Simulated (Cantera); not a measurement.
Charge: 1 mol SiO₂, 31 mol H₂, held at 775 K and 0.133 bar.

Cantera equilibrium calculation (NASA polynomials, part measured and part estimated; ideal gas, pure solids and liquids). Candidate condensed phases: H₂O, Si, SiO₂; 18 gas species. The numbers say what is thermodynamically allowed, not how fast it happens.

Task: What is the equilibrium state?

Result: 
* **x(H₂)**: 1.00
* **n(SiO₂(α-quartz))**: 1.00 mol
* **gas amount**: 31.00 mol
* **log10 activity of Si(s) (absent)**: -3.21
